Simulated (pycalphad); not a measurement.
Computed with pycalphad from the COST 507 light-alloy database (1999), at 1 atm. The data set is of 1999 and partly superseded.

Molar enthalpy of Si-27.74Al (wt.%) in equilibrium (SER reference):

| T (K) | H (kJ/mol) | phases |
|---|---|---|
| 2350 | 93.66 | liquid |
| 2270 | 91.38 | liquid |
| 2190 | 89.10 | liquid |
| 2110 | 86.82 | liquid |
| 2030 | 84.54 | liquid |
| 1950 | 82.26 | liquid |
| 1870 | 79.99 | liquid |
| 1790 | 77.71 | liquid |
| 1710 | 75.43 | liquid |
| 1630 | 73.14 | liquid |
| 1590 | 72.00 | liquid |
| 1550 | 70.85 | liquid |
| 1470 | 58.69 | liquid + diamond (Si) |
| 1390 | 48.33 | liquid + diamond (Si) |
| 1310 | 41.28 | liquid + diamond (Si) |
| 1230 | 35.83 | diamond (Si) + liquid |
| 1150 | 31.30 | diamond (Si) + liquid |
| 1070 | 27.36 | diamond (Si) + liquid |
| 990 | 23.82 | diamond (Si) + liquid |
| 910 | 20.60 | diamond (Si) + liquid |
| 830 | 13.34 | diamond (Si) + fcc |
| 790 | 12.21 | diamond (Si) + fcc |
| 750 | 11.11 | diamond (Si) + fcc |
| 670 | 8.96 | diamond (Si) + fcc |
| 590 | 6.90 | diamond (Si) + fcc |
| 510 | 4.90 | diamond (Si) + fcc |

Cooling from 1550 K to 830 K, across the freezing range, releases 57.5 kJ/mol, or 2070 J/g. The slope is 29 J/(mol K) in the liquid and 28 J/(mol K) just below the solidus, where it includes any heat of precipitation. Liquidus 1524 K, solidus 850 K. Changes were sought between steps of 40 K, so a narrower field can be missed.
